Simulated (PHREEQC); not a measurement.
Phosphoric acid bath

Consider water at 25 °C with 0.015 mol/kgw NaH2PO4, 0.0024 mol/kgw K2HPO4 and 0.0036 mol/kgw H3AsO4. Closed to the air; pH follows from the charge balance.

The numbers come from PHREEQC with the ion-association model, wateq4f.dat.

Each row changes one thing in this solution. Precipitation was switched off in this run.

```
case                                                pH  ionic strength (mol/kgw)  H2PO4- (mol/kgw)  H2AsO4- (mol/kgw)  H3PO4 (mol/kgw)  H3AsO4 (mol/kgw)
------------------------------------------------  ----  ------------------------  ----------------  -----------------  ---------------  ----------------
as made                                           3.50                    0.0202            0.0167            0.00341         0.000670          0.000184
NaH2PO4 replaced by Na2SeO3 at the same molality  8.31                    0.0485           9.97e-5           0.000137              ___          1.10e-10
H3AsO4 from 0.0036 to 0.018 mol/kgw               2.47                    0.0236               ___             0.0114          0.00521               ___
temperature from 25 to 50 °C                      3.59                    0.0201            0.0167            0.00341         0.000726          0.000189
K2HPO4 from 0.0024 to 0.00048 mol/kgw             3.04                    0.0170               ___            0.00311          0.00162          0.000491
```

What belongs in the gaps?


- NaH2PO4 replaced by Na2SeO3 at the same molality, H3PO4 (mol/kgw): 5.93e-11
- H3AsO4 from 0.0036 to 0.018 mol/kgw, H2PO4- (mol/kgw): 0.0122
- H3AsO4 from 0.0036 to 0.018 mol/kgw, H3AsO4 (mol/kgw): 0.00658
- K2HPO4 from 0.0024 to 0.00048 mol/kgw, H2PO4- (mol/kgw): 0.0139

H3PO4, which wateq4f.dat lacks, is added to it with the constant of phreeqc.dat. Away from 25 °C the constants follow the database's enthalpies or fits; those with neither stay at their 25 °C values.
